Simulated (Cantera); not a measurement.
Charge: 1 mol Si₃N₄, 0.0045 mol H₂O, 100 mol H₂, held at 57.0 mbar.

Equilibrium computed with Cantera from the NASA thermochemical tables; the gas is ideal and each condensed phase is pure. Candidate condensed phases: H₂O, Si, SiO₂, Si₂N₂O, Si₃N₄; 35 gas species. Mutual solubility and eutectic melting of coexisting phases are not modelled. Gases not in the tables: Si₂H₆ and higher silanes. Rates play no part.

Question: Which condensed phases are stable at each of these points (T (K)): 1498, 1523, 1548, 1573, 1598, 1623, 1648, 1673, 1698, 1723, 1748, 1773?

Answer: 
```json
[
 {"T (K)": "1498", "condensed phases": "Si(s) + Si₂N₂O(s) + Si₃N₄(s)", "Si condensed (%)": "99.9"},
 {"T (K)": "1523", "condensed phases": "Si(s) + Si₂N₂O(s) + Si₃N₄(s)", "Si condensed (%)": "99.9"},
 {"T (K)": "1548", "condensed phases": "Si(s) + Si₃N₄(s)", "Si condensed (%)": "99.8"},
 {"T (K)": "1573", "condensed phases": "Si(s) + Si₃N₄(s)", "Si condensed (%)": "99.8"},
 {"T (K)": "1598", "condensed phases": "Si(s) + Si₃N₄(s)", "Si condensed (%)": "99.8"},
 {"T (K)": "1623", "condensed phases": "Si(s) + Si₃N₄(s)", "Si condensed (%)": "99.8"},
 {"T (K)": "1648", "condensed phases": "Si(s) + Si₃N₄(s)", "Si condensed (%)": "99.8"},
 {"T (K)": "1673", "condensed phases": "Si(s) + Si₃N₄(s)", "Si condensed (%)": "99.8"},
 {"T (K)": "1698", "condensed phases": "Si(l)", "Si condensed (%)": "99.7"},
 {"T (K)": "1723", "condensed phases": "Si(l)", "Si condensed (%)": "99.7"},
 {"T (K)": "1748", "condensed phases": "Si(l)", "Si condensed (%)": "99.7"},
 {"T (K)": "1773", "condensed phases": "Si(l)", "Si condensed (%)": "99.6"}
]
```

From 1498 K to 1523 K the condensed part is Si(s) + Si₂N₂O(s) + Si₃N₄(s). From 1548 K to 1673 K the condensed part is Si(s) + Si₃N₄(s). From 1698 K to 1773 K the condensed part is Si(l).
